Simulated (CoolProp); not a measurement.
Vapour-liquid equilibrium of R143a (1) + fluoroethane (R161) (2) at 34.4 kPa; x and y are mole fractions of (1).

The numbers come from the multi-fluid Helmholtz-energy mixture model, Lemmon and Jacobsen 2000 and Wu 2012; pair parameters Bell 2016 in CoolProp.

```json
[
 {"x": "0.05", "bubble temperature (K)": "213.8", "y at the bubble point": "0.086", "dew temperature at overall composition x (K)": "214.1", "liquid density (mol/L)": "17.44"},
 {"x": "0.15", "bubble temperature (K)": "212.5", "y at the bubble point": "0.237", "dew temperature at overall composition x (K)": "213.3", "liquid density (mol/L)": "17.09"},
 {"x": "0.25", "bubble temperature (K)": "211.4", "y at the bubble point": "0.365", "dew temperature at overall composition x (K)": "212.4", "liquid density (mol/L)": "16.76"},
 {"x": "0.35", "bubble temperature (K)": "210.4", "y at the bubble point": "0.478", "dew temperature at overall composition x (K)": "211.6", "liquid density (mol/L)": "16.43"},
 {"x": "0.45", "bubble temperature (K)": "209.5", "y at the bubble point": "0.578", "dew temperature at overall composition x (K)": "210.7", "liquid density (mol/L)": "16.11"},
 {"x": "0.55", "bubble temperature (K)": "208.7", "y at the bubble point": "0.668", "dew temperature at overall composition x (K)": "209.8", "liquid density (mol/L)": "15.80"},
 {"x": "0.65", "bubble temperature (K)": "207.9", "y at the bubble point": "0.751", "dew temperature at overall composition x (K)": "208.9", "liquid density (mol/L)": "15.50"},
 {"x": "0.75", "bubble temperature (K)": "207.2", "y at the bubble point": "0.828", "dew temperature at overall composition x (K)": "207.9", "liquid density (mol/L)": "15.21"},
 {"x": "0.85", "bubble temperature (K)": "206.5", "y at the bubble point": "0.900", "dew temperature at overall composition x (K)": "207.0", "liquid density (mol/L)": "14.93"},
 {"x": "0.95", "bubble temperature (K)": "205.8", "y at the bubble point": "0.968", "dew temperature at overall composition x (K)": "206.0", "liquid density (mol/L)": "14.66"}
]
```

No azeotrope shows between x = 0.05 and 0.95.

Pair parameters are fitted to limited data, so mixtures are less certain than the pure fluids.
